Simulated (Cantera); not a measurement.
A Cantera script and what it prints.

```python
import numpy as np
import cantera as ct

gas_names = """
    H H2 Si SiH SiH2 SiH3 SiH4 Si2 Si3
""".split()
cond_names = """
    Si(cr) Si(L)
""".split()


# ... load() reads the species with a 1 bar reference pressure and builds the phases ...
atoms = {
    'SiH4': {'Si': 1, 'H': 4},
    'H2': {'H': 2},
}
top_T = {}  # K; cautious upper limits of use, not melting points


# ... equilibrate(T, P, feed) seeds the gas with the atoms and calls Mixture.equilibrate('TP', solver="vcs", rtol=1e-11, max_steps=5000) ...
results = []
feed = {'SiH4': 1, 'H2': 500}  # mol
T = 1300  # K
P = 100000  # Pa
mix = equilibrate(T, P, feed)
results.append((T, P, feed, dict(zip(mix.species_names, mix.species_moles))))
print(gas.report(threshold=0.001))
for i in range(1, mix.n_phases):
    print(f"{mix.phase(i).name:16s} {mix.phase_moles(i):12.5e} mol")
```

Result:

```
       temperature   1300 K
          pressure   1e+05 Pa
           density   0.018652 kg/m^3
  mean mol. weight   2.016 kg/kmol
   phase of matter   gas

                          1 kg             1 kmol
                     ---------------   ---------------
          enthalpy        1.4853e+07        2.9944e+07  J
   internal energy        9.4916e+06        1.9135e+07  J
           entropy             86469        1.7432e+05  J/K
    Gibbs function       -9.7557e+07       -1.9668e+08  J
 heat capacity c_p             15639             31528  J/K
 heat capacity c_v             11514             23213  J/K

                      mass frac. Y      mole frac. X     chem. pot. / RT
                     ---------------   ---------------   ---------------
                H2           0.99999                 1           -18.196
     [   +8 minor]        1.4048e-05        1.9582e-06

Si(cr)            9.99572e-01 mol
```

These are equilibrium values from Cantera (NASA tables, ideal gas, pure condensed phases), not measurements of a reactor.
